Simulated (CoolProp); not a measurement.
A Linde-Hampson liquefier for ethane: isothermal reversible compression at 320 K from 1 atm to 40 MPa, throttling to 1 atm, return gas leaving the recuperator 2 K below the feed. Each further row changes one setting.

Computed with CoolProp (reference Helmholtz-energy equation of state, Bücker 2006).

| case | liquid yield per pass | compression work (kJ/kg of gas) |
|---|---|---|
| as stated | … | 414 |
| high pressure 80 MPa | … | 499 |
| warm-end temperature 350 K | … | 482 |
| warm-end gap 7 K | 0.451 | 414 |

Problem. Complete the blanks.

Solution. 
- as stated, liquid yield per pass: 0.458
- high pressure 80 MPa, liquid yield per pass: 0.407
- warm-end temperature 350 K, liquid yield per pass: 0.389
